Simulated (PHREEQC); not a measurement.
0.28 g of hydrous ferric oxide (600 m²/g; 0.2 weak and 0.005 strong sites per Fe, Dzombak-Morel constants, diffuse double layer) in 1 kg of water with 0.005 mol/kgw of an inert sodium salt and 2e-06 mol/kgw MnCl2 and 1.2e-06 mol/kgw SrCl2, at 25 °C; the pH is set by adding NaOH or the inert anion's acid. No oxygen is let in. CO2 from the air is kept out. No solid was allowed to form.

Base run: PHREEQC, ion-association model, wateq4f.dat. Each further column changes one thing. The table gives Sr sorbed (%).

```csv
pH,base,no electrostatic term (-no_edl),background salt from 0.005 to 0.0005 mol/kgw,oxide from 0.28 to 1.4 g/kgw
4,0.0,0.1,0.0,0.0
4.5,0.0,0.2,0.0,0.0
5.5,0.0,1.8,0.0,0.0
6,0.0,5.3,0.0,0.1
6.5,0.1,13.1,0.1,0.5
7.5,5.2,38.1,5.7,23.7
8,32.2,43.8,36.1,73.3
8.5,80.1,42.3,83.7,96.1
9.5,99.6,23.2,99.8,99.9
10,100.0,15.7,100.0,100.0
```
